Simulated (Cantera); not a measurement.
An isothermal, constant-pressure homogeneous reactor starts with 7.07 % H₂, 54.3 % O₂, 38.6 % N₂, equivalence ratio 0.065, at 1400 K and 0.0132 atm.

Model: the H2/O2 subset of GRI-Mech 3.0, which has no nitrogen chemistry, integrated in Cantera. Radical loss at walls, strong at low pressure, is not modelled. The temperature is held fixed by assumption; the heat of reaction is taken as removed at once.

One state of this run: x H₂ = 0.00218; x O₂ = 0.494; x O = 0.0381; x H₂O = 0.0588; x H₂O₂ = 6.45e-8; x HO₂ = 1.83e-6. x: mole fraction; the columns are a selection and need not sum to one.

Which value of t (s) does it belong to?
A) 0.0562
B) 0.000178
C) 1.00
D) 0.00825

D, 0.00825
